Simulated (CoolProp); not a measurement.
The numbers come from the reference Helmholtz-energy equation of state, Platzer 1990 in CoolProp. This equation is an older, rougher fit; its heat capacities, sound speeds and derivatives of the liquid may be far off and weren't checked against measurements.

### Question
Give the vapour pressure (MPa), vapour density (kg/m³), liquid viscosity (µPa s), liquid conductivity (mW/(m K)) of saturated R13 at 174, 184.7 K.

### Answer
```csv
T (K),p (MPa),vapour density (kg/m³),liquid viscosity (µPa s),liquid conductivity (mW/(m K))
174,0.0351,2.59,413,99.5
184.7,0.0684,4.81,347,93.9
```

Viscosity comes from a separate model (Huber 2003), an estimate that may be off by 10 % or more. Thermal conductivity comes from a separate model (Huber 2003), an estimate that may be off by 10 % or more.
